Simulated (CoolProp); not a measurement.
Saturation properties of R11.

Computed with CoolProp (reference Helmholtz-energy equation of state, Jacobsen 1992).

| T (K) | p (MPa) | liquid density (kg/m³) | vapour density (kg/m³) |
|---|---|---|---|
| 325.3 | ___ | 1409 | ___ |
| 336.7 | 0.3448 | 1380 | 18.49 |
| 348.1 | 0.4625 | 1349 | 24.51 |
| 359.5 | 0.6079 | 1317 | 31.98 |
| 370.9 | 0.7849 | ___ | 41.20 |
| 382.3 | 0.9974 | 1247 | 52.53 |
| 393.7 | 1.250 | 1208 | 66.43 |
| 405.2 | 1.548 | 1166 | 83.73 |
| 416.6 | 1.893 | 1121 | 105.1 |
| 428 | 2.291 | 1070 | 132.2 |
| 439.4 | 2.749 | 1011 | 167.6 |
| 450.8 | ___ | 937.3 | 217.1 |
| 462.2 | 3.871 | 832.2 | 297.7 |

Some entries are withheld; supply them.


- 325.3, p (MPa): 0.2513
- 325.3, vapour density (kg/m³): 13.70
- 370.9, liquid density (kg/m³): 1283
- 450.8, p (MPa): 3.272

It boils at 296.9 K under 1 atm.
